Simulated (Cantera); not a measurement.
**Thermodynamics of carbothermic reduction, feed CuO + CH4 + CO**

Charge: 1 mol CuO, 5.2 mol CH4, 2.5 mol CO, equilibrated at 1 atm.

Method: chemical equilibrium by Gibbs-energy minimisation in Cantera with the NASA 1993 tables (ideal gas, pure condensed phases). Candidate condensed phases: C, C6H6, C7H8, C8H18, Cu, CuO, Cu(OH)2, Cu2O, H2O; 113 gas species. The numbers say what is thermodynamically allowed, not how fast it happens.

```csv
T (K),x H2,x CO,x Cu,x H,x C2H2 (acetylene),x Cu2,x CH4,n C(graphite),n Cu(l)
2100,0.737,0.249,0.0103,0.00266,0.00106,5.87e-5,0.000181,4.17,0.854
2125,0.735,0.248,0.0127,0.00309,0.00123,7.78e-5,0.000170,4.16,0.819
2150,0.732,0.247,0.0155,0.00358,0.00142,0.000103,0.000159,4.16,0.778
2175,0.729,0.247,0.0189,0.00414,0.00163,0.000134,0.000149,4.15,0.728
2200,0.725,0.245,0.0229,0.00476,0.00186,0.000174,0.000140,4.14,0.669
2225,0.720,0.244,0.0276,0.00546,0.00211,0.000225,0.000131,4.14,0.597
2250,0.715,0.243,0.0332,0.00624,0.00239,0.000289,0.000123,4.13,0.512
2275,0.709,0.241,0.0398,0.00710,0.00270,0.000369,0.000115,4.12,0.411
2300,0.702,0.239,0.0474,0.00806,0.00303,0.000469,0.000107,4.11,0.291
2325,0.694,0.236,0.0563,0.00911,0.00339,0.000591,9.96e-5,4.10,0.148
2350,0.686,0.234,0.0654,0.0103,0.00378,0.000715,9.28e-5,4.08,0
2375,0.684,0.234,0.0655,0.0116,0.00425,0.000645,8.82e-5,4.07,0
2400,0.682,0.234,0.0656,0.0131,0.00476,0.000582,8.38e-5,4.05,0
2425,0.680,0.233,0.0656,0.0147,0.00531,0.000526,7.98e-5,4.04,0
```
x: gas mole fraction; n: condensed amount in mol.

From 2100 K to 2325 K the condensed part is C(graphite) + Cu(l). From 2350 K to 2425 K the condensed part is C(graphite). The main Cu-bearing gas is Cu throughout.
